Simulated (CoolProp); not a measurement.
CH2F2 (R32) along the isobar 0.189 MPa: density (kg/m³) from the reference equation and from simpler models built on Tc = 78.1 °C, pc = 5.783 MPa, ω = 0.277; each cubic takes its own stable root.

Computed with CoolProp (reference Helmholtz-energy equation of state, Tillner-Roth 1997).

```json
[
 {"T (°C)": "-102.75", "phase": "liquid", "reference": "1346", "van der Waals": "681.0", "Redlich-Kwong": "1012", "Soave-Redlich-Kwong": "1034", "Peng-Robinson": "1163"},
 {"T (°C)": "-97.55", "phase": "liquid", "reference": "1333", "van der Waals": "675.4", "Redlich-Kwong": "1003", "Soave-Redlich-Kwong": "1026", "Peng-Robinson": "1154"},
 {"T (°C)": "-92.35", "phase": "liquid", "reference": "1320", "van der Waals": "6.857", "Redlich-Kwong": "993.7", "Soave-Redlich-Kwong": "1018", "Peng-Robinson": "1146"},
 {"T (°C)": "-87.15", "phase": "liquid", "reference": "1307", "van der Waals": "6.646", "Redlich-Kwong": "984.1", "Soave-Redlich-Kwong": "1010", "Peng-Robinson": "1137"},
 {"T (°C)": "-81.95", "phase": "liquid", "reference": "1294", "van der Waals": "6.447", "Redlich-Kwong": "974.3", "Soave-Redlich-Kwong": "1002", "Peng-Robinson": "1128"},
 {"T (°C)": "-76.75", "phase": "liquid", "reference": "1280", "van der Waals": "6.260", "Redlich-Kwong": "964.2", "Soave-Redlich-Kwong": "992.6", "Peng-Robinson": "1119"},
 {"T (°C)": "-71.55", "phase": "liquid", "reference": "1267", "van der Waals": "6.085", "Redlich-Kwong": "953.8", "Soave-Redlich-Kwong": "983.5", "Peng-Robinson": "1109"},
 {"T (°C)": "-66.35", "phase": "liquid", "reference": "1253", "van der Waals": "5.919", "Redlich-Kwong": "943.2", "Soave-Redlich-Kwong": "974.0", "Peng-Robinson": "1099"},
 {"T (°C)": "-61.15", "phase": "liquid", "reference": "1239", "van der Waals": "5.763", "Redlich-Kwong": "932.2", "Soave-Redlich-Kwong": "964.1", "Peng-Robinson": "1088"},
 {"T (°C)": "-55.95", "phase": "liquid", "reference": "1225", "van der Waals": "5.615", "Redlich-Kwong": "920.8", "Soave-Redlich-Kwong": "953.9", "Peng-Robinson": "1077"},
 {"T (°C)": "-50.75", "phase": "liquid", "reference": "1211", "van der Waals": "5.475", "Redlich-Kwong": "5.543", "Soave-Redlich-Kwong": "943.4", "Peng-Robinson": "1066"},
 {"T (°C)": "-45.55", "phase": "liquid", "reference": "1196", "van der Waals": "5.341", "Redlich-Kwong": "5.402", "Soave-Redlich-Kwong": "932.4", "Peng-Robinson": "1054"}
]
```

At some of these states van der Waals, Redlich-Kwong gives the other phase, because its saturation line lies elsewhere.
